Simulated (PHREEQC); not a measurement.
Consider water at 3.7 °C with 0.039 mol HF, 0.00072 mol NH4HF2 and 0.0011 mol (NH4)2SiF6 per kg of water. Closed to the air; pH follows from the charge balance.

The numbers come from PHREEQC with the ion-association model, phreeqc.dat.

This is a speciation only: nothing precipitates in the calculation.

Q: Predict the pH, ionic strength.

A: pH 2.25; ionic strength 0.0102 mol/kgw.

Q: In which forms is F present?

A: HF 70 %, SiF6-2 14 %, F- 13 %, HF2- 2.7 % of the F.

Species that the database lacks are ignored. At this temperature some constants are extrapolated from 25 °C, and those without enthalpy data are left unchanged. SiF6-2 is the database's only silicon fluoride.
